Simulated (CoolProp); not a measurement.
Vapour-liquid equilibrium of R134a (1) + isobutane (2) at 1.52 MPa; x and y are mole fractions of (1).

Values from CoolProp's multi-fluid Helmholtz-energy mixture model, Tillner-Roth 1994 and Bücker 2006; pair parameters Bell 2016.

```tsv
x	bubble temperature, mixture model (K)	bubble temperature, Raoult's law (K)	y, mixture model	y, Raoult's law
0.05	351.2	356.9	0.148	0.094
0.15	340.2	352.6	0.347	0.257
0.25	333.8	348.8	0.464	0.394
0.35	330.0	345.4	0.539	0.512
0.45	327.6	342.2	0.595	0.614
0.55	326.1	339.4	0.643	0.704
0.65	325.2	336.8	0.692	0.783
0.75	324.9	334.3	0.748	0.853
0.85	325.4	332.1	0.820	0.916
0.95	327.2	329.9	0.926	0.973
```

The largest gap from Raoult's law is -15.4 K in bubble temperature, at x = 0.35. y crosses x between x = 0.65 and 0.75: the model has an azeotrope there.

Pair parameters are fitted to limited data, so mixtures are less certain than the pure fluids.
